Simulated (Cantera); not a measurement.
**Diamond growth**

A diamond (100) surface in a fixed gas of H2 with x(CH4) = 0.0035, x(H) = 0.023, at 1300 K, 0.280 bar; coverages are run to steady state.

Model: the Harris–Goodwin 1993 mechanism for the reconstructed diamond (100) surface, integrated in Cantera.

| x(CH3) | growth (µm/h) | θ c6HH | θ c6H* | θ c6*H | θ c6** | θ c6HM |
|---|---|---|---|---|---|---|
| 1e-06 | 0.267 | 0.377 | 0.0506 | 0.525 | 0.0472 | 5.27e-6 |
| 2.5e-06 | 0.668 | 0.377 | 0.0506 | 0.525 | 0.0472 | 1.32e-5 |
| 6e-06 | 1.60 | 0.377 | 0.0506 | 0.525 | 0.0472 | 3.16e-5 |
| 1.5e-05 | 4.01 | 0.377 | 0.0506 | 0.525 | 0.0472 | 7.91e-5 |
| 3.6e-05 | 9.62 | 0.377 | 0.0506 | 0.525 | 0.0471 | 0.000190 |
| 8.9e-05 | 23.8 | 0.377 | 0.0506 | 0.525 | 0.0471 | 0.000469 |
| 0.00022 | 58.6 | 0.376 | 0.0505 | 0.524 | 0.0470 | 0.00116 |
| 0.00054 | 143 | 0.375 | 0.0503 | 0.522 | 0.0466 | 0.00283 |
| 0.0013 | 341 | 0.373 | 0.0499 | 0.518 | 0.0459 | 0.00673 |
θ: site fractions in the mechanism's names (c6HH fully hydrogenated, c6H* and c6*H radical sites, c6** diradical, c6HM methylated).
